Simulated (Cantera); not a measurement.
Input: 1 mol Cu2O, 2200 mol H2, held at 5.20 mbar.

Equilibrium computed with Cantera from the NASA thermochemical tables; the gas is ideal and each condensed phase is pure. Candidate condensed phases: Cu, CuO, Cu(OH)2, Cu2O, H2O; 12 gas species. Kinetics and transport are ignored.

Task: At 1998 K, list the 4 most abundant gas species with their mole fractions, and the condensed phases.

Result: H2 0.977, H 0.0220, Cu 0.000898, H2O 0.000448. Condensed: gas only.
